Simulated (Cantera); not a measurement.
A closed system holds: 1 mol n-butane, 2.5 mol NH3, 1.2 mol H2, held at 1098.15 K and 750 Torr.

These are equilibrium values from Cantera (NASA tables, ideal gas, pure condensed phases), not measurements of a reactor. Candidate condensed phases: C, C6H6, C7H8, C8H18; 92 gas species. The numbers say what is thermodynamically allowed, not how fast it happens.

Base state: H2 0.858, N2 0.115, CH4 0.0269, NH3 8.64e-5 (mole fractions); condensed: C(graphite).

### Question
What changes in the equilibrium state with this change: temperature from 1098.15 K to 3048 K?

### Answer
```
species            before    after
----------------  -------  -------
H2                  0.858    0.667
H                 2.30e-8    0.149
N2                  0.115   0.0736
HCN               6.80e-6   0.0480
C2H2 (acetylene)  1.10e-8   0.0476
CH4                0.0269  3.30e-5
C2H                 <1e-9  0.00196
C4H2                <1e-9  0.00142
CN                  <1e-9  0.00116
C(graphite), mol     3.71     1.98
```
